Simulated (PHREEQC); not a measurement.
A solution holds 0.0012 mol CaSO4, 0.00027 mol NaHCO3, 0.2 mol NaCl and 0.12 mol HNO3 per kg of water, at 25 °C. Closed to the air; pH follows from the charge balance.

Model: ion-association model, wateq4f.dat, run in PHREEQC.

Question: The ionic strength comes out as 0.323 mol/kgw. What activity coefficients do HSO4-, Ca+2, H+, SO4-2, NO3- get?

Answer: HSO4- 0.70, Ca+2 0.28, H+ 0.78, SO4-2 0.24, NO3- 0.65.

Precipitation was switched off in this run. Complexes and solids missing from the database can't appear.
